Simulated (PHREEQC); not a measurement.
Make-up at 57 °C: 0.22 mol HF, 3.9e-05 mol KF, 7.7e-07 mol H4SiO4 and 0.036 mol H2SO4 per kg of water. Closed to the air; pH follows from the charge balance.

All values are PHREEQC results (ion-association model, wateq4f.dat), not measurements.

This is a speciation only: nothing precipitates in the calculation.

Question: Order these F species by the share of F that they hold, largest first: HF2-, HF, H2F2, F-.

Answer: HF (77 %), H2F2 (20 %), HF2- (1.4 %), F- (0.91 %)

The pH is 1.41 and the ionic strength 0.0528 mol/kgw. wateq4f.dat counts part of the HF as a dimer, H2F2, which phreeqc.dat doesn't know; its constant is uncertain. Away from 25 °C the constants follow the database's enthalpies or fits; those with neither stay at their 25 °C values. SiF6-2 is the database's only silicon fluoride.
